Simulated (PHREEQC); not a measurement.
Dissolve 0.0028 mol/kgw CdSO4 at 25 °C. Closed to the air; pH follows from the charge balance.

The numbers come from PHREEQC with the ion-association model, wateq4f.dat.

This is a speciation only: nothing precipitates in the calculation.

Q: What pH, ionic strength does the model give?

A: pH 6.46; ionic strength 0.00866 mol/kgw.

Q: In which forms is S present?

A: SO4-2 77 %, CdSO4 22 %, Cd(SO4)2-2 1.1 % of the S.

Complexes and solids missing from the database can't appear.
